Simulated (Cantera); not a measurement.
Feed: 1 mol Fe2O3, 1.4 mol H2S, 3 mol O2, held at 650 °C and 270000 Pa.

Method: chemical equilibrium by Gibbs-energy minimisation in Cantera with the NASA 1993 tables (ideal gas, pure condensed phases). Candidate condensed phases: Fe, FeO, Fe(OH)2, Fe(OH)3, FeS, FeSO4, FeS2, Fe2O3, Fe2(SO4)3, Fe3O4, H2O, H2SO4, S; 22 gas species. Kinetics and transport are ignored.

Base state: H2O 0.849, O2 0.125, SO3 0.0187, SO2 0.00670, H2SO4 0.000454 (mole fractions); condensed: Fe2O3(s) + Fe2(SO4)3(s).

What changes in the equilibrium state with this change: pressure from 270000 Pa to 87000 Pa?


```
species              before     after
-----------------  --------  --------
H2O                   0.849     0.776
O2                    0.125     0.129
SO3                  0.0187    0.0580
SO2                 0.00670    0.0360
H2SO4              0.000454  0.000415
Fe2O3(s), mol         0.548     0.590
Fe2(SO4)3(s), mol     0.452     0.410
```
